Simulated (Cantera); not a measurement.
Input (Python, Cantera) and output of one run.

```python
import numpy as np
import cantera as ct

gas_names = """
    C CH CH2 CH3 CH2OH CH3O CH4 CH3OH CN CO CO2 COOH C2 C2H CHCO,ketyl C2H2,acetylene C2H2,vinylidene
    CH2CO,ketene C2H3,vinyl CH3CN CH3CO,acetyl C2H4 C2H4O,ethylen CH3CHO,ethanal CH3COOH (HCOOH)2 C2H5
    C2H6 CH3OCH3 C2H5OH CCN CNC C2N2 C2O C3 C3H3,propargyl C3H4,allene C3H4,propyne C3H4,cyclo-
    C3H5,allyl C3H6,propylene C3H6,cyclo- C3H6O C3H7,n-propyl C3H7,i-propyl C3H8 C3H8O,1propanol
    C3H8O,2propanol C3O2 C4 C4H2 C4H4,1,3-cyclo- C4H6,butadiene C4H6,2-butyne C4H6,cyclo- C4H8,1-butene
    C4H8,cis2-buten C4H8,tr2-butene C4H8,isobutene C4H8,cyclo- (CH3COOH)2 C4H9,n-butyl C4H9,i-butyl
    C4H9,s-butyl C4H9,t-butyl C4H10,isobutane C4H10,n-butane C4N2 C5 C5H6,1,3cyclo- C5H8,cyclo-
    C5H10,1-pentene C5H10,cyclo- C5H11,pentyl C5H11,t-pentyl C5H12,n-pentane C5H12,i-pentane
    CH3C(CH3)2CH3 C6H2 C6H5,phenyl C6H5O,phenoxy C6H6 C6H5OH,phenol C6H10,cyclo- C6H12,1-hexene
    C6H12,cyclo- C6H13,n-hexyl C7H7,benzyl C7H8 C7H8O,cresol C7H14,1-heptene C7H15,n-heptyl
    C7H16,n-heptane C8H8,styrene C8H10,ethylbenz C8H16,1-octene C8H17,n-octyl C8H18,isooctane
    C8H18,n-octane C9H19,n-nonyl C10H8,naphthale C10H21,n-decyl C12H9,o-bipheny C12H10,bipheny H HCN HCO
    HCCN HNC HNCO HNO HNO2 HNO3 HO2 H2 HCHO,formaldehy HCOOH H2O H2O2 N NCO NH NH2 NH3 NH2OH NO NO2 NO3
    N2 N2H2 N2H4 N2O O OH O2 O3
""".split()
cond_names = """
    C(gr) C6H6(L) C7H8(L) C8H18(L),n-octa H2O(s) H2O(L)
""".split()


def load(file, names, dense=False):
    # The tables refer to 1 bar. Condensed volumes are neglected.
    table = {s.name: s for s in ct.Species.list_from_file(file)}
    out = []
    for n in names:
        d = dict(table[n].input_data)
        d["thermo"] = dict(d["thermo"], **{"reference-pressure": 1e5})
        if dense:
            d["equation-of-state"] = {"model": "constant-volume", "density": "1e6 g/cm^3"}
        out.append(ct.Species.from_dict(d))
    return out


gas = ct.Solution(thermo="ideal-gas", species=load("nasa_gas.yaml", gas_names))
cond = {s.name: ct.Solution(thermo="fixed-stoichiometry", species=[s], name=s.name)
        for s in load("nasa_condensed.yaml", cond_names, dense=True)}
atoms = {
    'C3H8': {'C': 3, 'H': 8},
    'O2': {'O': 2},
    'N2': {'N': 2},
}
top_T = {'C(gr)': 4500}  # K; cautious upper limits of use, not melting points


def equilibrate(T, P, feed):
    n = {}
    for name, mol in feed.items():
        for a, k in atoms[name].items():
            n[a] = n.get(a, 0.0) + k * mol
    gas.TPX = T, P, n
    mass = sum(n.values()) * gas.mean_molecular_weight
    gas.equilibrate("TP")
    valid = [c for c in cond.values() if c.min_temp <= T <= top_T.get(c.name, c.max_temp)]
    mix = ct.Mixture([(gas, mass / gas.mean_molecular_weight)] + [(c, 0.0) for c in valid])
    mix.T, mix.P = T, P
    mix.equilibrate("TP", solver="vcs", rtol=1e-11, max_steps=5000)
    return mix


results = []
feed = {'C3H8': 1, 'O2': 0.26, 'N2': 2.5}  # mol
P = 1000  # Pa
for T in [1473, 1623, 1773, 1923, 2073, 2223, 2373, 2523, 2673, 2823]:
    mix = equilibrate(T, P, feed)
    results.append((T, P, feed, dict(zip(mix.species_names, mix.species_moles))))
    x = sorted(zip(gas.X, gas.species_names), reverse=True)
    print(f"T = {T:g} K  P = {P:g} Pa  gas = {mix.phase_moles(0):.4g} mol")
    print("   x: " + "  ".join(f"{s} {v:.3e}" for v, s in x if v > 0.001))
    print("   condensed (mol): " + ("  ".join(f"{mix.phase(i).name} {mix.phase_moles(i):.4g}"
          for i in range(1, mix.n_phases) if mix.phase_moles(i) > 1e-12) or "none"))
```

It prints:

```
T = 1473 K  P = 1000 Pa  gas = 7.02 mol
   x: H2 5.695e-01  N2 3.559e-01  CO 7.407e-02
   condensed (mol): C(gr) 2.477
T = 1623 K  P = 1000 Pa  gas = 7.022 mol
   x: H2 5.688e-01  N2 3.555e-01  CO 7.405e-02  HCN 1.059e-03
   condensed (mol): C(gr) 2.472
T = 1773 K  P = 1000 Pa  gas = 7.028 mol
   x: H2 5.668e-01  N2 3.545e-01  CO 7.399e-02  HCN 2.408e-03  H 2.142e-03
   condensed (mol): C(gr) 2.461
T = 1923 K  P = 1000 Pa  gas = 7.045 mol
   x: H2 5.615e-01  N2 3.524e-01  CO 7.381e-02  H 7.059e-03  HCN 4.784e-03
   condensed (mol): C(gr) 2.441
T = 2073 K  P = 1000 Pa  gas = 7.089 mol
   x: H2 5.493e-01  N2 3.481e-01  CO 7.335e-02  H 1.949e-02  HCN 8.507e-03
   condensed (mol): C(gr) 2.406
T = 2223 K  P = 1000 Pa  gas = 7.187 mol
   x: H2 5.244e-01  N2 3.404e-01  CO 7.235e-02  H 4.639e-02  HCN 1.371e-02  C2H2,acetylene 1.522e-03  HNC 1.120e-03
   condensed (mol): C(gr) 2.351
T = 2373 K  P = 1000 Pa  gas = 7.378 mol
   x: H2 4.798e-01  N2 3.277e-01  H 9.674e-02  CO 7.048e-02  HCN 2.009e-02  C2H2,acetylene 2.951e-03  HNC 2.016e-03
   condensed (mol): C(gr) 2.271
T = 2523 K  P = 1000 Pa  gas = 7.71 mol
   x: H2 4.099e-01  N2 3.089e-01  H 1.779e-01  CO 6.744e-02  HCN 2.668e-02  C2H2,acetylene 4.881e-03  HNC 3.207e-03
   condensed (mol): C(gr) 2.163
T = 2673 K  P = 1000 Pa  gas = 8.224 mol
   x: H2 3.168e-01  H 2.885e-01  N2 2.847e-01  CO 6.323e-02  HCN 3.185e-02  C2H2,acetylene 6.771e-03  HNC 4.492e-03  CN 2.106e-03
   condensed (mol): C(gr) 2.021
T = 2823 K  P = 1000 Pa  gas = 8.935 mol
   x: H 4.102e-01  N2 2.571e-01  H2 2.140e-01  CO 5.819e-02  HCN 3.391e-02  C2H2,acetylene 7.706e-03  CN 5.605e-03  HNC 5.513e-03  C3 4.180e-03  C2H 1.936e-03
   condensed (mol): C(gr) 1.769
```

Equilibrium computed with Cantera from the NASA thermochemical tables; the gas is ideal and each condensed phase is pure.
